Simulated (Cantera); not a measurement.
Charge: 1 mol Si, 2.8 mol NF₃, 13 mol N₂, at 1700 K and 3.00 Torr.

Method: chemical equilibrium by Gibbs-energy minimisation in Cantera with the NASA 1993 tables (ideal gas, pure condensed phases). Candidate condensed phases: Si, Si₃N₄; 16 gas species. Rates play no part.

Base state: N₂ 0.727, F 0.222, SiF₄ 0.0505 (mole fractions); condensed: gas only.

Task: What changes in the equilibrium state with this change: NF₃ from 2.8 to 1.3 mol?

Result: 
```csv
species,before,after
N₂,0.727,0.932
SiF₄,0.0505,0.0617
SiF₃,2.77e-9,0.00629
F,0.222,1.20e-7
SiF₂,<1e-9,0.000268
```
The tables' values for SiF₃, SiF₂ are old estimates; treat these amounts as uncertain.
